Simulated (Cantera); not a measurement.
Input: 1 mol Cr2O3, 180 mol H2, 0.41 mol H2O, at 27.0 mbar.

Method: chemical equilibrium by Gibbs-energy minimisation in Cantera with the NASA 1993 tables (ideal gas, pure condensed phases). Candidate condensed phases: Cr, Cr2O3, H2O; 13 gas species. The numbers say what is thermodynamically allowed, not how fast it happens.

### Question
At 1923 K, list the 5 most abundant gas species with their mole fractions, and the condensed phases.

### Answer
H2 0.969, H2O 0.0161, Cr 0.00924, H 0.00564, CrO 9.51e-5. Condensed: Cr2O3(s).
